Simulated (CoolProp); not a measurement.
Dimethyl ether along the isobar 274 bar: fugacity coefficient from the reference equation and from simpler models built on Tc = 400.4 K, pc = 53.37 bar, ω = 0.196; each cubic takes its own stable root.

Computed with CoolProp (reference Helmholtz-energy equation of state, Wu 2011).

| T (K) | phase | reference | Redlich-Kwong | Soave-Redlich-Kwong | Peng-Robinson |
|---|---|---|---|---|---|
| 175.4 | liquid | 8.758e-5 | 0.0001812 | 9.649e-5 | 9.681e-5 |
| 201.1 | liquid | 0.0006740 | 0.001312 | 0.0007260 | 0.0006960 |
| 226.8 | liquid | 0.003030 | 0.005397 | 0.003244 | 0.003024 |
| 252.5 | liquid | 0.009470 | 0.01537 | 0.01016 | 0.009313 |
| 278.2 | liquid | 0.02292 | 0.03406 | 0.02475 | 0.02245 |
| 303.9 | liquid | 0.04605 | 0.06323 | 0.05010 | 0.04520 |
| 329.6 | liquid | 0.08047 | 0.1031 | 0.08819 | 0.07938 |
| 355.3 | liquid | 0.1264 | 0.1525 | 0.1394 | 0.1254 |
| 381 | liquid | 0.1825 | 0.2095 | 0.2022 | 0.1822 |
